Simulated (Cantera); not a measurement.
A perfectly stirred reactor is fed with 3.23 % H2, 96.8 % O2, at 5.63 Torr; it is held at 1300 K, and followed from long to short residence time.

Detailed kinetics in Cantera: the H2/O2 subset of GRI-Mech 3.0, which has no nitrogen chemistry. Radical loss at walls, strong at low pressure, is not modelled.

x: mole fraction; the columns are a selection and need not sum to one.

```
τ (s)       x H2   x O2    x HO2   x H2O       x H     x OH
------  --------  -----  -------  ------  --------  -------
0.49    0.000239  0.955  7.48e-7  0.0308  0.000949  0.00219
0.19    0.000373  0.950  8.68e-7  0.0299   0.00165  0.00263
0.075          …  0.945  9.57e-7  0.0291         …        …
0.029          …  0.943  1.03e-6  0.0282         …        …
0.011    0.00182  0.942  1.11e-6  0.0267   0.00352  0.00392
0.0045   0.00361  0.944  1.17e-6  0.0244   0.00389  0.00456
0.0018   0.00753  0.947  1.20e-6  0.0202   0.00388  0.00514
```

Some entries are withheld; supply them.


- 0.075, x H2: 0.000571
- 0.075, x H: 0.00237
- 0.075, x OH: 0.00301
- 0.029, x H2: 0.000950
- 0.029, x H: 0.00299
- 0.029, x OH: 0.00340
